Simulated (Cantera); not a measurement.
A perfectly stirred reactor is fed with CO : H2 : O2 : N2 = 1 : 0.1 : 1.34 : 5.04 (molar parts), equivalence ratio 0.41, at 8.60 bar; it is adiabatic with a 425 K inlet, and is followed from long to short residence time, starting on the burning branch (τ in s: 0.039, 0.017, 0.007, 0.003, 0.0013, 0.00054, 0.00023, 9.7e-05, 4.1e-05, 1.7e-05, 7.4e-06, 3.1e-06).

Computed with Cantera and GRI-Mech 3.0 (53 species, 325 reactions). The hydrogen kinetics of GRI-Mech 3.0 are dated; newer H2 mechanisms differ, most at raised pressure.

What does this change do: inlet temperature 425 to 600 K?


```
quantity                                                                       before                                after
------------------------------------------------  -----------------------------------  -----------------------------------
blow-out, bracketed by the residence times tried  burning at 1.30 ms, out at 0.540 ms  burning at 0.230 ms, out at 97.0 µs
x(CO) at τ = 39.0 ms                                                         0.000846                             0.000652
x(H2) at τ = 39.0 ms                                                          9.03e-6                              8.00e-6
x(O2) at τ = 39.0 ms                                                            0.114                                0.114
x(HO2) at τ = 39.0 ms                                                         3.27e-6                              1.98e-6
x(NO) at τ = 39.0 ms                                                          3.15e-5                              6.47e-5
x(CO) at τ = 0.230 ms                                                           0.134                               0.0313
x(H2) at τ = 0.230 ms                                                          0.0134                             0.000272
x(O2) at τ = 0.230 ms                                                           0.179                                0.127
x(HO2) at τ = 0.230 ms                                                         <1e-12                              6.06e-5
x(NO) at τ = 0.230 ms                                                          <1e-12                              7.50e-6
```

What does this change do: pressure from 8.60 bar to 1.01 bar?


| quantity | before | after |
|---|---|---|
| blow-out, bracketed by the residence times tried | burning at 1.30 ms, out at 0.540 ms | burning at 1.30 ms, out at 0.540 ms |
| x(CO) at τ = 39.0 ms | 0.000846 | 0.00315 |
| x(H2) at τ = 39.0 ms | 9.03e-6 | 6.18e-5 |
| x(O2) at τ = 39.0 ms | 0.114 | 0.115 |
| x(HO2) at τ = 39.0 ms | 3.27e-6 | 4.22e-6 |
| x(NO) at τ = 39.0 ms | 3.15e-5 | 2.74e-5 |
| x(CO) at τ = 0.230 ms | 0.134 | 0.134 |
| x(H2) at τ = 0.230 ms | 0.0134 | 0.0134 |
| x(O2) at τ = 0.230 ms | 0.179 | 0.179 |
| x(HO2) at τ = 0.230 ms | <1e-12 | <1e-12 |
| x(NO) at τ = 0.230 ms | <1e-12 | <1e-12 |
